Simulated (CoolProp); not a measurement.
Vapour-liquid equilibrium of R22 (1) + R11 (2) at 68.25 °C; x and y are mole fractions of (1).

Model: multi-fluid Helmholtz-energy mixture model, Kamei 1995 and Jacobsen 1992; pair parameters Bell 2016, in CoolProp.

Q: Give the bubble pressure and the first vapour's composition at x = 0.05, 0.2, 0.35. Is there an azeotrope?

A: x = 0.05: 0.5433 MPa, y = 0.290; x = 0.2: 0.9536 MPa, y = 0.618; x = 0.35: 1.311 MPa, y = 0.744. No azeotrope shows between x = 0.05 and 0.95.

The pair parameters rest on a limited set of measurements; away from them the model extrapolates. The gap from Raoult's law changes sign with composition, which may be real or a fault of the pair parameters; it wasn't checked against measurements.
